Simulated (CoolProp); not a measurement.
A simple Rankine cycle with n-hexane: condensing at 332.15 K, boiler at 0.273 MPa, turbine inlet 382.2 K, turbine efficiency 0.6, pump efficiency 0.6, no recuperator. Each further row changes one setting.

Model: reference Helmholtz-energy equation of state, Thol 2019, in CoolProp.

```
case                             thermal efficiency (%)  net work (kJ/kg)  heat in (kJ/kg)  turbine exit temperature (K)  volume ratio over the turbine
-------------------------------  ----------------------  ----------------  ---------------  ----------------------------  -----------------------------
as stated                                           6.0              25.8              431                         364.8                           3.78
turbine inlet 402.2 K                               5.8              27.6              474                         385.3                           3.74
condensing temperature 324.15 K                     6.9              31.3              450                         361.5                           4.97
boiler pressure 0.191 MPa                           4.4              19.3              435                         370.1                           2.60
turbine efficiency 0.5                              5.0              21.4              431                         367.0                           3.80
```
